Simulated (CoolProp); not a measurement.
Saturated liquid density (kg/m³) of R142b: the reference equation beside estimates from Tc = 137.1 °C, pc = 4.055 MPa, ω = 0.232. Rackett uses Z = 0.29056 − 0.08775 ω.

The numbers come from the reference Helmholtz-energy equation of state, Lemmon 2006 in CoolProp. It is a short technical equation, of lower accuracy than the large ones.

```json
[
 {"T (°C)": "-4.75", "reference": "1183", "Rackett": "1162", "van der Waals": "708.0", "Redlich-Kwong": "1035", "Soave-Redlich-Kwong": "1068", "Peng-Robinson": "1207"},
 {"T (°C)": "-1.95", "reference": "1176", "Rackett": "1155", "van der Waals": "(withheld)", "Redlich-Kwong": "1028", "Soave-Redlich-Kwong": "1062", "Peng-Robinson": "1201"},
 {"T (°C)": "0.85", "reference": "1170", "Rackett": "1149", "van der Waals": "(withheld)", "Redlich-Kwong": "1021", "Soave-Redlich-Kwong": "1055", "Peng-Robinson": "1194"},
 {"T (°C)": "3.65", "reference": "1163", "Rackett": "1143", "van der Waals": "696.5", "Redlich-Kwong": "1015", "Soave-Redlich-Kwong": "1049", "Peng-Robinson": "1187"},
 {"T (°C)": "6.35", "reference": "1157", "Rackett": "1136", "van der Waals": "692.8", "Redlich-Kwong": "1008", "Soave-Redlich-Kwong": "1043", "Peng-Robinson": "1180"},
 {"T (°C)": "9.15", "reference": "1150", "Rackett": "1130", "van der Waals": "688.8", "Redlich-Kwong": "1001", "Soave-Redlich-Kwong": "1036", "Peng-Robinson": "1173"},
 {"T (°C)": "11.95", "reference": "1143", "Rackett": "1123", "van der Waals": "684.9", "Redlich-Kwong": "993.9", "Soave-Redlich-Kwong": "1029", "Peng-Robinson": "1166"},
 {"T (°C)": "14.75", "reference": "1137", "Rackett": "1116", "van der Waals": "680.8", "Redlich-Kwong": "986.7", "Soave-Redlich-Kwong": "1023", "Peng-Robinson": "1158"},
 {"T (°C)": "17.55", "reference": "1130", "Rackett": "1109", "van der Waals": "676.7", "Redlich-Kwong": "979.4", "Soave-Redlich-Kwong": "1016", "Peng-Robinson": "1150"},
 {"T (°C)": "20.25", "reference": "1123", "Rackett": "1103", "van der Waals": "672.7", "Redlich-Kwong": "972.3", "Soave-Redlich-Kwong": "1009", "Peng-Robinson": "1143"},
 {"T (°C)": "23.05", "reference": "1116", "Rackett": "1096", "van der Waals": "668.5", "Redlich-Kwong": "964.8", "Soave-Redlich-Kwong": "1002", "Peng-Robinson": "1135"},
 {"T (°C)": "25.85", "reference": "1109", "Rackett": "1089", "van der Waals": "664.2", "Redlich-Kwong": "957.2", "Soave-Redlich-Kwong": "994.4", "Peng-Robinson": "1127"},
 {"T (°C)": "28.65", "reference": "1102", "Rackett": "1082", "van der Waals": "(withheld)", "Redlich-Kwong": "949.5", "Soave-Redlich-Kwong": "987.0", "Peng-Robinson": "1119"},
 {"T (°C)": "31.35", "reference": "1095", "Rackett": "1075", "van der Waals": "655.7", "Redlich-Kwong": "941.9", "Soave-Redlich-Kwong": "979.6", "Peng-Robinson": "1111"}
]
```

### Question
Some entries are withheld; supply them.

### Answer

- -1.95, van der Waals: 704.2
- 0.85, van der Waals: 700.4
- 28.65, van der Waals: 659.9

Absolute difference from the reference over all 14 rows, mean and median: Rackett 1.8 and 1.8 %, van der Waals 40.1 and 40.1 %, Redlich-Kwong 13.2 and 13.1 %, Soave-Redlich-Kwong 10.0 and 10.0 %, Peng-Robinson 1.9 and 1.9 %.
